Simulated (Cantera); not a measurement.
A Cantera script and what it prints.

```python
import numpy as np
import cantera as ct

gas_names = """
    H HNO HNO2 HNO3 HO2 H2 H2O H2O2 N NH NH2 NH3 NH2OH NO NO2 NO3 N2 N2H2 N2H4 N2O O OH O2 O3 Si SiH
    SiH2 SiH3 SiH4 SiN SiO SiO2 Si2 Si2N Si3
""".split()
cond_names = """
    H2O(s) H2O(L) Si(cr) Si(L) SiO2(Lqz) SiO2(hqz) SiO2(L) Si2N2O(s) Si3N4(a)
""".split()


# ... load() reads the species with a 1 bar reference pressure and builds the phases ...
atoms = {
    'Si2H6': {'Si': 2, 'H': 6},
    'N2O': {'N': 2, 'O': 1},
    'N2': {'N': 2},
}
top_T = {'Si2N2O(s)': 2100, 'Si3N4(a)': 2400}  # K; cautious upper limits of use, not melting points


# ... equilibrate(T, P, feed) seeds the gas with the atoms and calls Mixture.equilibrate('TP', solver="vcs", rtol=1e-11, max_steps=5000) ...
results = []
feed = {'Si2H6': 1, 'N2O': 23, 'N2': 3.4}  # mol
P = 100000  # Pa
for T in [723, 823, 923, 1023, 1123, 1223, 1323, 1423, 1523]:
    mix = equilibrate(T, P, feed)
    results.append((T, P, feed, dict(zip(mix.species_names, mix.species_moles))))
    x = sorted(zip(gas.X, gas.species_names), reverse=True)
    print(f"T = {T:g} K  P = {P:g} Pa  gas = {mix.phase_moles(0):.4g} mol")
    print("   x: " + "  ".join(f"{s} {v:.3e}" for v, s in x if v > 1e-06))
    print("   condensed (mol): " + ("  ".join(f"{mix.phase(i).name} {mix.phase_moles(i):.4g}"
          for i in range(1, mix.n_phases) if mix.phase_moles(i) > 1e-12) or "none"))
```

Result:

```
T = 723 K  P = 100000 Pa  gas = 37.4 mol
   x: N2 7.059e-01  O2 2.139e-01  H2O 8.021e-02
   condensed (mol): SiO2(Lqz) 2
T = 823 K  P = 100000 Pa  gas = 37.4 mol
   x: N2 7.059e-01  O2 2.139e-01  H2O 8.021e-02  NO 2.810e-06
   condensed (mol): SiO2(Lqz) 2
T = 923 K  P = 100000 Pa  gas = 37.4 mol
   x: N2 7.059e-01  O2 2.139e-01  H2O 8.021e-02  NO 1.194e-05  NO2 1.164e-06
   condensed (mol): SiO2(hqz) 2
T = 1023 K  P = 100000 Pa  gas = 37.4 mol
   x: N2 7.059e-01  O2 2.139e-01  H2O 8.021e-02  NO 3.826e-05  NO2 1.782e-06
   condensed (mol): SiO2(hqz) 2
T = 1123 K  P = 100000 Pa  gas = 37.4 mol
   x: N2 7.058e-01  O2 2.139e-01  H2O 8.021e-02  NO 9.963e-05  NO2 2.534e-06
   condensed (mol): SiO2(hqz) 2
T = 1223 K  P = 100000 Pa  gas = 37.4 mol
   x: N2 7.058e-01  O2 2.138e-01  H2O 8.021e-02  NO 2.219e-04  OH 3.659e-06  NO2 3.406e-06
   condensed (mol): SiO2(hqz) 2
T = 1323 K  P = 100000 Pa  gas = 37.4 mol
   x: N2 7.057e-01  O2 2.137e-01  H2O 8.021e-02  NO 4.378e-04  OH 1.227e-05  NO2 4.383e-06
   condensed (mol): SiO2(hqz) 2
T = 1423 K  P = 100000 Pa  gas = 37.4 mol
   x: N2 7.055e-01  O2 2.135e-01  H2O 8.020e-02  NO 7.849e-04  OH 3.470e-05  NO2 5.449e-06
   condensed (mol): SiO2(hqz) 2
T = 1523 K  P = 100000 Pa  gas = 37.4 mol
   x: N2 7.052e-01  O2 2.132e-01  H2O 8.017e-02  NO 1.303e-03  OH 8.564e-05  NO2 6.588e-06  O 2.547e-06
   condensed (mol): SiO2(hqz) 2
```

These are equilibrium values from Cantera (NASA tables, ideal gas, pure condensed phases), not measurements of a reactor. The feed counts by its element totals alone. The tables hold silica as quartz up to 1696 K and as liquid above; real silica turns to tridymite and cristobalite and melts near 1996 K. Gases not in the tables: Si(OH)4.
